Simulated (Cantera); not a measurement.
A freely propagating, adiabatic, planar premixed flame of CO : H₂ : O₂ : N₂ = 1 : 0.27 : 0.836 : 3.14 (molar parts), equivalence ratio 0.76, unburnt at 375 K and 1.80 bar; multicomponent transport, grid criteria slope 0.08 and curve 0.16, no radiation.

Computed with Cantera and GRI-Mech 3.0 (53 species, 325 reactions). Burning velocities carry a grid error of a few per cent, more on coarse grids.

Predict: laminar burning velocity; thermal thickness.


| Item | Result |
|---|---|
| laminar burning velocity | 60.0 cm/s |
| thermal thickness | 0.333 mm |
